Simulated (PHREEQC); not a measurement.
Make-up at 52 °C: 0.29 mol/kgw MgCl2, 0.02 mol/kgw NaHCO3 and 0.00035 mol/kgw NaCl. Closed to the air; pH follows from the charge balance.

Model: ion-association model, wateq4f.dat, run in PHREEQC.

No solid was allowed to form.

### Question
Estimate the pH, activity of water.

### Answer
pH 7.17; activity of water 0.985.

### Question
In which forms is Mg present?

### Answer
Mg+2 96 %, MgHCO3+ 3.5 % of the Mg.

The solution is supersaturated, for example in Magnesite (slow to form), so a real one may precipitate; this is no full list. The ionic strength is past about 0.7 mol/kgw, beyond the range of this activity model, so the values are rough. Complexes and solids missing from the database can't appear. At this temperature some constants are extrapolated from 25 °C, and those without enthalpy data are left unchanged.
